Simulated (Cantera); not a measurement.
A freely propagating, adiabatic, planar premixed flame of 5.31 % CH₄, 2.34 % C₂H₆, 0.850 % C₃H₈, 19.2 % O₂, 72.3 % N₂, unburnt at 400 K and 0.420 bar; mixture-averaged transport, grid criteria slope 0.08 and curve 0.16, no radiation.

Model: GRI-Mech 3.0 (53 species, 325 reactions), integrated in Cantera. Burning velocities carry a grid error of a few per cent, more on coarse grids.

**Question.** Predict: laminar burning velocity; thermal thickness; peak x(CH₂CO); peak x(H); peak x(O).

**Answer.** 
```json
{
 "laminar_burning_velocity": "75.8 cm/s",
 "thermal_thickness": "0.743 mm",
 "peak x(CH₂CO)": "0.000636",
 "peak x(H)": "0.0134",
 "peak x(O)": "0.00269"
}
```
